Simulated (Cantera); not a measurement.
# Thermodynamics of silicon nitride deposition, feed SiH₂Cl₂ + NH₃ + H₂

Feed: 1 mol SiH₂Cl₂, 0.32 mol NH₃, 7.7 mol H₂, at 0.430 bar.

Equilibrium computed with Cantera from the NASA thermochemical tables; the gas is ideal and each condensed phase is pure. Candidate condensed phases: NH₄Cl, Si, Si₃N₄; 28 gas species. Mutual solubility and eutectic melting of coexisting phases are not modelled. The tables' values for SiCl₃, SiCl are old estimates; treat these amounts as uncertain. Gases not in the tables: Si₂H₆ and higher silanes. Kinetics and transport are ignored.

| T (K) | log p H₂ | log p HCl | log p SiCl₂ | log p N₂ | n Si(l) | n Si₃N₄(s) |
|---|---|---|---|---|---|---|
| 1725 | -0.44 | -1.36 | -1.74 | -2.61 | 0.384 | 0.0509 |
| 1750 | -0.44 | -1.35 | -1.74 | -2.42 | 0.439 | 0.0347 |
| 1775 | -0.44 | -1.35 | -1.75 | -2.23 | 0.518 | 0.0102 |
| 1800 | -0.44 | -1.34 | -1.75 | -2.18 | 0.554 | 0 |
| 1825 | -0.45 | -1.34 | -1.76 | -2.18 | 0.560 | 0 |
| 1850 | -0.45 | -1.33 | -1.76 | -2.18 | 0.565 | 0 |
| 1875 | -0.45 | -1.33 | -1.76 | -2.18 | 0.571 | 0 |
| 1900 | -0.45 | -1.32 | -1.77 | -2.18 | 0.576 | 0 |
| 1925 | -0.45 | -1.32 | -1.77 | -2.18 | 0.581 | 0 |
| 1950 | -0.45 | -1.32 | -1.78 | -2.18 | 0.585 | 0 |
| 1975 | -0.45 | -1.31 | -1.78 | -2.18 | 0.590 | 0 |
| 2000 | -0.45 | -1.31 | -1.79 | -2.18 | 0.594 | 0 |
| 2025 | -0.45 | -1.30 | -1.79 | -2.18 | 0.598 | 0 |
| 2050 | -0.45 | -1.30 | -1.80 | -2.18 | 0.602 | 0 |
log p: log10 of the partial pressure in bar; n: condensed amount in mol.

From 1725 K to 1775 K the condensed part is Si(l) + Si₃N₄(s). From 1800 K to 2050 K the condensed part is Si(l). The main Si-bearing gas is SiCl₂ throughout. The share of Si in condensed phases is highest at 2050 K (60.2 %) and lowest at 1725 K (53.7 %).
